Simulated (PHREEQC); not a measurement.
Solution (80 °C): 0.23 mol/kgw ZnBr2 and 0.032 mol/kgw LiCl. Closed to the air; pH follows from the charge balance.

Model: ion-association model, phreeqc.dat, run in PHREEQC.

Precipitation was switched off in this run.

What pH does the model give?

pH 4.44.

In which forms is Cl present?

Cl- 58 %, ZnCl+ 42 %, ZnCl2 0.6 % of the Cl.

Complexes and solids missing from the database can't appear. At this temperature some constants are extrapolated from 25 °C, and those without enthalpy data are left unchanged.
